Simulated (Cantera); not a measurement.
A perfectly stirred reactor is fed with CH4 : H2O : H2 = 1 : 1.8 : 0.12 (molar parts), at 200000 Pa; it is held at 1650 K, and followed from long to short residence time.

Detailed kinetics in Cantera: GRI-Mech 3.0 (53 species, 325 reactions).

**Question.** What does this change do: temperature 1650 to 1973 K?

**Answer.** 
```
quantity                  before     after
----------------------  --------  --------
x(CH4) at τ = 1.20 s      0.0466   0.00299
x(H2O) at τ = 1.20 s       0.297     0.158
x(H2) at τ = 1.20 s        0.503     0.637
x(C2H4) at τ = 1.20 s    0.00268   1.13e-5
x(C2H6) at τ = 1.20 s    1.76e-5   1.29e-7
x(CH4) at τ = 53.0 ms      0.130    0.0167
x(H2O) at τ = 53.0 ms      0.490     0.224
x(H2) at τ = 53.0 ms       0.294     0.579
x(C2H4) at τ = 53.0 ms   0.00379  0.000237
x(C2H6) at τ = 53.0 ms  0.000158   4.40e-6
```
